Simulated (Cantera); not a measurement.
Equilibrium for iron carbonyl, mercury and lead vapours: PbO + O₂ + H₂

A closed system holds: 1 mol PbO, 0.016 mol O₂, 0.15 mol H₂, held at 1.00 Torr.

Method: chemical equilibrium by Gibbs-energy minimisation in Cantera with the NASA 1993 tables (ideal gas, pure condensed phases). Candidate condensed phases: H₂O, Pb, PbO, PbO₂, Pb₃O₄; 12 gas species. Mutual solubility and eutectic melting of coexisting phases are not modelled. Gases not in the tables: (PbO)n polymers. Kinetics and transport are ignored.

At 598 K the condensed part is Pb(s) + PbO(red). At 698 K the condensed part is Pb(l) + PbO(red). From 798 K to 1098 K the condensed part is Pb(l) + PbO(yellow). From 1198 K to 1298 K the condensed part is PbO(l). From 1398 K to 1598 K nothing is condensed.

```tsv
T (K)	x H₂O	x PbO	x Pb	x O₂	n Pb(s)	n PbO(red)	n Pb(l)	n PbO(yellow)	n PbO(l)
598	1.000	<1e-12	3.40e-9	<1e-12	0.118	0.882	0	0	0
698	1.000	1.08e-10	7.62e-7	<1e-12	0	0.882	0.118	0	0
798	1.000	4.72e-8	4.30e-5	<1e-12	0	0	0.118	0.882	0
898	0.999	5.15e-6	0.000971	<1e-12	0	0	0.118	0.882	0
998	0.988	0.000214	0.0116	2.38e-10	0	0	0.116	0.882	0
1098	0.908	0.00440	0.0876	2.81e-8	0	0	0.103	0.881	0
1198	0.532	0.0491	0.419	1.53e-6	0	0	0	0	0.868
1298	0.375	0.327	0.297	0.000951	0	0	0	0	0.750
1398	0.124	0.638	0.191	0.0466	0	0	0	0	0
1498	0.120	0.543	0.256	0.0807	0	0	0	0	0
1598	0.115	0.441	0.326	0.117	0	0	0	0	0
```
x: gas mole fraction; n: condensed amount in mol.
